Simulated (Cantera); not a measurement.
## Silicon nitride deposition: SiHCl3 + N2 + H2

Input: 1 mol SiHCl3, 3.2 mol N2, 0.36 mol H2, held at 973 K and 20.0 Pa.

These are equilibrium values from Cantera (NASA tables, ideal gas, pure condensed phases), not measurements of a reactor. Candidate condensed phases: NH4Cl, Si, Si3N4; 28 gas species. N2 is the only nitrogen source here; it is nearly inert below about 1500 K, so the nitride shown seldom forms there in practice. The tables' values for SiCl3 are old estimates; treat these amounts as uncertain. The numbers say what is thermodynamically allowed, not how fast it happens.

- x(N2) = 0.592
- x(HCl) = 0.276
- x(SiCl4) = 0.0884
- x(H2) = 0.0428
- x(SiCl3) = 0.000321
- x(SiHCl3) = 7.70e-5
- x(SiCl2) = 3.33e-5
- n(Si3N4(s)) = 0.193 mol
- gas amount = 4.753 mol
- log10 activity of Si(s) (absent) = -4.93
